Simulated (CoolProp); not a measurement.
Properties of carbon dioxide at several states.

The numbers come from the reference Helmholtz-energy equation of state, Span 1996 in CoolProp.

```csv
T (°C),p (MPa),phase,Z,cp (kJ/(kg K)),speed of sound (m/s)
-5.25,0.122,gas,0.9913,0.8240,255.6
636.95,0.104,gas,1.000,1.208,451.6
84.15,27.7,supercritical,0.5846,2.140,439.3
100.45,2.42,gas,0.9430,1.004,289.4
```
